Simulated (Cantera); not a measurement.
An adiabatic, constant-volume homogeneous reactor starts with CH4 : C2H6 : O2 : N2 = 1 : 0.033 : 2.27 : 8.55 (molar parts), at 1150 K and 0.290 bar. Integrator tolerance rtol = 1e-08.

Computed with Cantera and GRI-Mech 3.0 (53 species, 325 reactions).

Task: What does this change do: N2 8.55 to 18 parts?

Result: 
| quantity | before | after |
|---|---|---|
| time of steepest temperature rise | 90.8 ms | 0.187 s |
| temperature at 0.700 s | 2691 K | 2343 K |
| equilibrium temperature | 2691 K | 2343 K |
| x(CH4) at 0.700 s | <1e-12 (gas-phase equilibrium <1e-12) | <1e-12 (gas-phase equilibrium <1e-12) |
| x(C2H6) at 0.700 s | <1e-12 (gas-phase equilibrium <1e-12) | <1e-12 (gas-phase equilibrium <1e-12) |
| x(O2) at 0.700 s | 0.0262 (gas-phase equilibrium 0.0262) | 0.00975 (gas-phase equilibrium 0.00975) |
| x(C2H2) at 0.700 s | <1e-12 (gas-phase equilibrium <1e-12) | <1e-12 (gas-phase equilibrium <1e-12) |
| x(NO) at 0.700 s | 0.0104 (gas-phase equilibrium 0.0104) | 0.00382 (gas-phase equilibrium 0.00382) |

Task: What does this change do: N2 8.55 to 14 parts?

Result: 
| quantity | before | after |
|---|---|---|
| time of steepest temperature rise | 90.8 ms | 0.145 s |
| temperature at 0.700 s | 2691 K | 2477 K |
| equilibrium temperature | 2691 K | 2477 K |
| x(CH4) at 0.700 s | <1e-12 (gas-phase equilibrium <1e-12) | <1e-12 (gas-phase equilibrium <1e-12) |
| x(C2H6) at 0.700 s | <1e-12 (gas-phase equilibrium <1e-12) | <1e-12 (gas-phase equilibrium <1e-12) |
| x(O2) at 0.700 s | 0.0262 (gas-phase equilibrium 0.0262) | 0.0143 (gas-phase equilibrium 0.0143) |
| x(C2H2) at 0.700 s | <1e-12 (gas-phase equilibrium <1e-12) | <1e-12 (gas-phase equilibrium <1e-12) |
| x(NO) at 0.700 s | 0.0104 (gas-phase equilibrium 0.0104) | 0.00580 (gas-phase equilibrium 0.00580) |
